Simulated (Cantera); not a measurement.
Feed: 1 mol Si2Cl6, 2.8 mol NH3, 17 mol N2, held at 100 Torr.

Method: chemical equilibrium by Gibbs-energy minimisation in Cantera with the NASA 1993 tables (ideal gas, pure condensed phases). Candidate condensed phases: NH4Cl, Si, Si3N4; 28 gas species. The feed counts by its element totals alone. The tables' values for SiCl3 are old estimates; treat these amounts as uncertain. Rates play no part. All values below are at 1227 °C.

Base state: N2 0.715, HCl 0.181, H2 0.0818, SiCl4 0.00851, SiCl2 0.00808, SiCl3 0.00465, SiHCl3 0.000398, Cl 2.46e-5 (mole fractions); condensed: Si3N4(s).

What changes in the equilibrium state with this change: pressure from 100 Torr to 7.50 Torr?


```
species          before     after
-------------  --------  --------
N2                0.715     0.713
HCl               0.181     0.159
H2               0.0818    0.0900
SiCl2           0.00808    0.0317
SiCl4           0.00851   0.00175
SiHCl3         0.000398  0.000103
H               1.38e-5   5.28e-5
Si3N4(s), mol     0.491     0.355
```
